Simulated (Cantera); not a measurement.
Ignition delay

Mixture: 5.81 % CO, 2.27 % H₂, 2.85 % CH₄, 18.7 % O₂, 70.3 % N₂, at 4730 Torr, adiabatic and at constant pressure. Ignition delay is the time to a rise of 400 K.

Cantera simulation using GRI-Mech 3.0 (53 species, 325 reactions); the numbers are that mechanism's predictions, not measurements.

| T0 (K) | delay (ms) |
|---|---|
| 1025 | 5.26 |
| 1100 | 1.04 |
| 1175 | 0.343 |
| 1250 | 0.153 |
| 1325 | 0.0801 |
| 1400 | 0.0464 |
| 1475 | 0.0289 |

```yaml
apparent activation energy between 1325 and 1475 K: 110 kJ/mol
```
